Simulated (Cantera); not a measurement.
Feed: 1 mol Si₂H₆, 2.8 mol N₂O, 0.3 mol H₂, held at 0.100 bar.

These are equilibrium values from Cantera (NASA tables, ideal gas, pure condensed phases), not measurements of a reactor. Candidate condensed phases: H₂O, Si, SiO₂, Si₂N₂O, Si₃N₄; 35 gas species. The feed counts by its element totals alone. Mutual solubility and eutectic melting of coexisting phases are not modelled. The tables hold silica as quartz up to 1696 K and as liquid above; real silica turns to tridymite and cristobalite and melts near 1996 K. Rates play no part.

### Question
Which condensed phases are stable at each of these points (T (K)): 523, 723, 923, 1123, 1323, 1523, 1723, 1923, 2123?

### Answer
```tsv
T (K)	condensed phases	Si condensed (%)
523	SiO₂(α-quartz) + Si₂N₂O(s)	100.0
723	SiO₂(α-quartz) + Si₂N₂O(s)	100.0
923	SiO₂(β-quartz) + Si₂N₂O(s)	100.0
1123	SiO₂(β-quartz) + Si₂N₂O(s)	100.0
1323	SiO₂(β-quartz) + Si₂N₂O(s)	100.0
1523	SiO₂(β-quartz) + Si₂N₂O(s)	100.0
1723	SiO₂(condensed) + Si₂N₂O(s)	96.7
1923	SiO₂(condensed)	39.8
2123	SiO₂(l)	36.0
```

From 523 K to 723 K the condensed part is SiO₂(α-quartz) + Si₂N₂O(s). From 923 K to 1523 K the condensed part is SiO₂(β-quartz) + Si₂N₂O(s). At 1723 K the condensed part is SiO₂(condensed) + Si₂N₂O(s). At 1923 K the condensed part is SiO₂(condensed). At 2123 K the condensed part is SiO₂(l).
